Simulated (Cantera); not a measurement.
Mixture: CH4 : CO : O2 : N2 = 1 : 0.07 : 2.75 : 19 (molar parts), equivalence ratio 0.74, at 0.375 atm, adiabatic and at constant pressure. Ignition delay is the time to a rise of 400 K.

Model: GRI-Mech 3.0 (53 species, 325 reactions), integrated in Cantera.

Predict: delay at 1248 K; delay at 1398 K; delay at 1548 K; delay at 1698 K; delay at 1848 K; apparent activation energy between 1698 and 1848 K.


```json
{
 "delay at 1248 K": "75.7 ms",
 "delay at 1398 K": "10.6 ms",
 "delay at 1548 K": "2.33 ms",
 "delay at 1698 K": "0.746 ms",
 "delay at 1848 K": "0.327 ms",
 "apparent activation energy between 1698 and 1848 K": "140 kJ/mol"
}
```
